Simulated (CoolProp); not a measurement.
Acetone along the isobar 18.1 MPa: fugacity coefficient from the reference equation and from simpler models built on Tc = 508.1 K, pc = 4.692 MPa, ω = 0.307; each cubic takes its own stable root.

Computed with CoolProp (reference Helmholtz-energy equation of state, Lemmon 2006). It is a short technical equation, of lower accuracy than the large ones.

| T (K) | phase | reference |
|---|---|---|
| 233.3 | liquid | 7.555e-5 |
| 242 | liquid | 0.0001408 |
| 250.8 | liquid | 0.0002508 |
| 259.5 | liquid | 0.0004242 |
| 268.3 | liquid | 0.0006925 |
| 277 | liquid | 0.001084 |
| 285.7 | liquid | 0.001641 |
| 294.5 | liquid | 0.002422 |
| 303.2 | liquid | 0.003464 |

**Question.** How far does each simpler model (van der Waals, Redlich-Kwong, Soave-Redlich-Kwong, Peng-Robinson) lie from the reference over these 9 states: mean and median of the absolute difference, and the worst?

**Answer.** 
- van der Waals: mean 6127.5 %, median 4118.1 %, worst +17226.3 % at 233.3 K and 18.1 MPa
- Redlich-Kwong: mean 278.0 %, median 267.5 %, worst +403.9 % at 233.3 K and 18.1 MPa
- Soave-Redlich-Kwong: mean 9.8 %, median 9.8 %, worst +13.0 % at 303.2 K and 18.1 MPa
- Peng-Robinson: mean 8.2 %, median 7.8 %, worst +10.0 % at 233.3 K and 18.1 MPa
